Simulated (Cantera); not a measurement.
Input: 1 mol N₂O, 0.1 mol H₂, equilibrated at 3050 °C and 1 atm.

Equilibrium computed with Cantera from the NASA thermochemical tables; the gas is ideal and each condensed phase is pure. Candidate condensed phases: H₂O; 24 gas species. Equilibrium is a limit: real reactors are often held back by kinetics, nucleation or transport.

Base state: N₂ 0.556, O₂ 0.172, O 0.127, NO 0.0517, OH 0.0407, H 0.0281, H₂O 0.0185, H₂ 0.00532 (mole fractions); condensed: gas only.

Task: What changes in the equilibrium state with this change: temperature from 3050 °C to 1677 °C?

Result: 
```json
[
 {"species": "N₂", "before": "0.556", "after": "0.641"},
 {"species": "O₂", "before": "0.172", "after": "0.286"},
 {"species": "H₂O", "before": "0.0185", "after": "0.0638"},
 {"species": "O", "before": "0.127", "after": "0.000240"},
 {"species": "H", "before": "0.0281", "after": "5.48e-6"},
 {"species": "OH", "before": "0.0407", "after": "0.00137"},
 {"species": "NO", "before": "0.0517", "after": "0.00701"},
 {"species": "N", "before": "6.78e-5", "after": "<1e-9"},
 {"species": "H₂", "before": "0.00532", "after": "2.32e-5"},
 {"species": "HO₂", "before": "2.69e-5", "after": "2.34e-6"},
 {"species": "NO₂", "before": "2.24e-5", "after": "1.56e-5"}
]
```

Task: What changes in the equilibrium state with this change: 0.32 mol H₂S added?

Result: 
```
species   before     after
-------  -------  --------
N₂         0.556     0.467
H         0.0281    0.0863
H₂O       0.0185    0.0779
O₂         0.172    0.0339
O          0.127    0.0564
SO             0    0.0701
SO₂            0    0.0641
S              0    0.0146
H₂       0.00532    0.0503
NO        0.0517    0.0210
OH        0.0407    0.0555
SH             0   0.00229
S₂             0  0.000615
H₂S            0   8.53e-5
```
Further candidate phases: H₂SO₄, S.
